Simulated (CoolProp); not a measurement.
Model: reference Helmholtz-energy equation of state, Zhou 2011, in CoolProp.

### Question
Give the vapour pressure (MPa), vapour density (kg/m³), surface tension (mN/m) of saturated dimethyl carbonate at 417.3, 469.1 K.

### Answer
| T (K) | p (MPa) | vapour density (kg/m³) | surface tension (mN/m) |
|---|---|---|---|
| 417.3 | 0.438 | 12.4 | 12.1 |
| 469.1 | 1.25 | 35.3 | 6.34 |

Surface tension comes from a separate correlation (Mulero 2014).
